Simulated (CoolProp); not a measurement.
A single-stage vapour-compression cycle with the fluid: evaporating at 276.15 K (dew point), condensing at 340.15 K (bubble point), superheat 8 K, subcooling 2 K, compressor efficiency 0.85, no pressure losses. The same conditions are run with several fluids, on thermodynamics alone (safety and materials aside).

Values from CoolProp's reference Helmholtz-energy equation of state of each fluid (R22: Kamei 1995; R152A: Outcalt 1996; hydrogen sulfide: Lemmon 2006; R21: Platzer 1990; carbonyl sulfide: Lemmon 2006; R407C: Lemmon 2003). The equations of Platzer and Polt are older, rougher fits. Blends and air are pseudo-pure fits.

```tsv
fluid	cooling COP	pressure ratio	discharge temperature (K)	refrigerating effect (kJ/kg)	volumetric capacity (kJ/m³)
R22	___	5.14	382.0	127	2840
R152A	___	6.01	372.1	197	1760
hydrogen sulfide	2.50	4.43	430.2	322	5870
R21	2.97	___	___	___	651
carbonyl sulfide	2.60	4.51	403.7	185	3710
R407C	___	6.29	375.5	___	___
```

Task: Fill in the missing entries.

Result: 
- R22, cooling COP: 2.49
- R152A, cooling COP: 2.66
- R21, pressure ratio: 7.79
- R21, discharge temperature (K): 390.1
- R21, refrigerating effect (kJ/kg): 181
- R407C, cooling COP: 2.06
- R407C, refrigerating effect (kJ/kg): 114
- R407C, volumetric capacity (kJ/m³): 2380
